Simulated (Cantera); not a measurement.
A closed system holds: 1 mol Pb, 0.34 mol NH3, 150 mol H2, equilibrated at 1900 K and 1 atm.

Equilibrium computed with Cantera from the NASA thermochemical tables; the gas is ideal and each condensed phase is pure. Candidate condensed phases: Pb; 11 gas species. The numbers say what is thermodynamically allowed, not how fast it happens.

Base state: H2 0.992, Pb 0.00659, N2 0.00112, H 0.000785 (mole fractions); condensed: gas only.

**Question.** What changes in the equilibrium state with this change: temperature from 1900 K to 950 K?

**Answer.** 
| species | before | after |
|---|---|---|
| H2 | 0.992 | 0.999 |
| N2 | 0.00112 | 0.00111 |
| NH3 | 8.02e-7 | 2.78e-5 |
| Pb | 0.00659 | 4.97e-6 |
| H | 0.000785 | <1e-9 |
| Pb(l), mol | 0 | 0.999 |
